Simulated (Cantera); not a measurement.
Input: 1 mol SiHCl3, 13 mol N2, 3.3 mol NH3, equilibrated at 1127 °C.

Equilibrium computed with Cantera from the NASA thermochemical tables; the gas is ideal and each condensed phase is pure. Candidate condensed phases: NH4Cl, Si, Si3N4; 28 gas species. The tables' values for SiCl3 are old estimates; treat these amounts as uncertain. Equilibrium is a limit: real reactors are often held back by kinetics, nucleation or transport.

Question: At 0.140 bar, list the 4 most abundant gas species with their mole fractions, and the condensed phases.

Answer: N2 0.669, H2 0.191, HCl 0.139, SiCl4 0.000682. Condensed: Si3N4(s).
